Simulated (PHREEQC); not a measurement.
Model water analysis in mmol/kgw, 20 °C, pH 3.38, pe 9.4:

```csv
constituent,mmol/kgw
Na,53
K,9.66
Ca,10
Mg,6.9
Cl,2.32
S(6),47.5
B,0.0363
Zn,1.97
Li,0.763
Ni,0.0135
Cu(2),0.0252
```

Valence states are taken as typed.

All values are PHREEQC results (ion-association model, wateq4f.dat), not measurements.

Each row changes one thing in this solution. This is a speciation only: nothing precipitates in the calculation.

| case | ionic strength (mol/kgw) | Mg+2 (mol/kgw) | MgSO4 (mol/kgw) | ZnCl+ (mol/kgw) | CuCl+ (mol/kgw) | ZnCl2 (mol/kgw) | SI of Gypsum (CaSO4:2H2O) | SI of Epsomite (MgSO4:7H2O) |
|---|---|---|---|---|---|---|---|---|
| as made | 0.122 | 0.00357 | 0.00333 | 1.62e-6 | 2.47e-8 | 2.13e-9 | -0.03 | -2.61 |
| temperature from 20 to 25 °C at the same typed pH | 0.121 | 0.00338 | 0.00352 | 2.01e-6 | 3.13e-8 | 2.69e-9 | -0.05 | -2.68 |
| Mg from 6.9 to 3.45 mmol/kgw | 0.121 | 0.00175 | 0.00170 | 1.57e-6 | 2.43e-8 | 2.07e-9 | -0.02 | -2.90 |

Species that the database lacks are ignored.
